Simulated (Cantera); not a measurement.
A perfectly stirred reactor is fed with CO : H₂ : O₂ : N₂ : CO₂ = 1 : 0.041 : 0.62 : 2.33 : 0.28 (molar parts), at 1430 Torr; it is adiabatic with a 550 K inlet, and is followed from long to short residence time, starting on the burning branch (τ in s: 0.2, 0.08, 0.032, 0.013, 0.0053, 0.0022, 0.00088, 0.00036, 0.00014, 5.9e-05).

Model: GRI-Mech 3.0 (53 species, 325 reactions), integrated in Cantera.

**Question.** Predict: blow-out, bracketed by the residence times tried; x(CO) at τ = 0.200 s; x(H₂) at τ = 0.200 s; x(O₂) at τ = 0.200 s; x(O) at τ = 0.200 s; x(H₂O₂) at τ = 0.200 s; x(CO) at τ = 2.20 ms; x(H₂) at τ = 2.20 ms; x(O₂) at τ = 2.20 ms; x(O) at τ = 2.20 ms; x(H₂O₂) at τ = 2.20 ms.

**Answer.** 
| Item | Result |
|---|---|
| blow-out, bracketed by the residence times tried | burning at 0.360 ms, out at 0.140 ms |
| x(CO) at τ = 0.200 s | 0.0175 |
| x(H₂) at τ = 0.200 s | 9.86e-5 |
| x(O₂) at τ = 0.200 s | 0.0324 |
| x(O) at τ = 0.200 s | 0.000753 |
| x(H₂O₂) at τ = 0.200 s | 1.18e-8 |
| x(CO) at τ = 2.20 ms | 0.0594 |
| x(H₂) at τ = 2.20 ms | 0.000380 |
| x(O₂) at τ = 2.20 ms | 0.0525 |
| x(O) at τ = 2.20 ms | 0.00524 |
| x(H₂O₂) at τ = 2.20 ms | 7.18e-8 |
